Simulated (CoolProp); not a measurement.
Vapour-liquid equilibrium of propylene (1) + dimethyl ether (2) at 0.0619 MPa; x and y are mole fractions of (1).

Model: multi-fluid Helmholtz-energy mixture model, Lemmon 2013 and Wu 2011; pair parameters Bell 2016, in CoolProp.

Problem. Give the bubble temperature and the first vapour's composition at x = 0.45, 0.75, 0.95. Is there an azeotrope?

Solution. x = 0.45: -50.2 °C, y = 0.723; x = 0.75: -54.9 °C, y = 0.889; x = 0.95: -57.3 °C, y = 0.978. No azeotrope shows between x = 0.05 and 0.95.

The pair parameters rest on a limited set of measurements; away from them the model extrapolates.
